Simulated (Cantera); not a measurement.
Feed: 1 mol AlN, 2.1 mol HCl, 0.73 mol N₂, held at 2050 K and 0.00133 bar.

Method: chemical equilibrium by Gibbs-energy minimisation in Cantera with the NASA 1993 tables (ideal gas, pure condensed phases). Candidate condensed phases: Al, AlCl₃, AlN, NH₄Cl; 20 gas species. The tables' values for AlCl₂ are old estimates; treat these amounts as uncertain. Equilibrium is a limit: real reactors are often held back by kinetics, nucleation or transport.

Base state: N₂ 0.317, AlCl 0.236, HCl 0.232, H₂ 0.143, Cl 0.0282, H 0.0235, AlCl₂ 0.0184, AlCl₃ 0.00254 (mole fractions); condensed: gas only.

Q: What changes in the equilibrium state with this change: pressure from 0.00133 bar to 2.80e-5 bar?

A: 
```tsv
species	before	after
N₂	0.317	0.278
AlCl	0.236	0.220
H	0.0235	0.139
HCl	0.232	0.127
Cl	0.0282	0.125
AlCl₂	0.0184	0.00160
H₂	0.143	0.105
AlCl₃	0.00254	2.04e-5
Al	0.000487	0.00489
```
